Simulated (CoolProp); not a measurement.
Carbon monoxide at 330.49 K and 0.235 MPa is throttled through a valve to 0.0407 MPa with no heat exchange. Each further row changes one setting.

Values from CoolProp's reference Helmholtz-energy equation of state, Lemmon 2006. It is a short technical equation, of lower accuracy than the large ones.

```csv
case,temperature change (K),final density (kg/m³)
as stated,-0.4,0.415
outlet pressure 0.0122 MPa,-0.5,0.125
outlet pressure 0.0529 MPa,-0.4,0.540
```
